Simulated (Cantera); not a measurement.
Input: 1 mol Fe₃O₄, 0.4 mol Cl₂, held at 0.100 bar.

Method: chemical equilibrium by Gibbs-energy minimisation in Cantera with the NASA 1993 tables (ideal gas, pure condensed phases). Candidate condensed phases: Fe, FeCl₂, FeCl₃, FeO, Fe₂O₃, Fe₃O₄; 13 gas species. Mutual solubility and eutectic melting of coexisting phases are not modelled. Rates play no part. All values below are at 1573 K.

Base state: FeCl₂ 0.505, O₂ 0.301, FeCl₃ 0.0792, Cl 0.0653, Cl₂ 0.0489, Fe₂Cl₄ 0.000599, ClO 0.000255, O 1.81e-5 (mole fractions); condensed: Fe₂O₃(s) + Fe₃O₄(s).

Q: What changes in the equilibrium state with this change: Fe₃O₄ replaced by MgO?

A: 
```tsv
species	before	after
MgCl₂	0	0.459
O₂	0.301	0.229
Cl₂	0.0489	0.184
FeCl₂	0.505	0
FeCl₃	0.0792	0
Cl	0.0653	0.127
Fe₂Cl₄	0.000599	0
ClO	0.000255	0.000432
O	1.81e-5	1.58e-5
Fe₂O₃(s), mol	0.303	0
Fe₃O₄(s), mol	0.687	0
MgO(s), mol	0	0.740
```
Further candidate phases: Mg, MgCl₂, MgO.
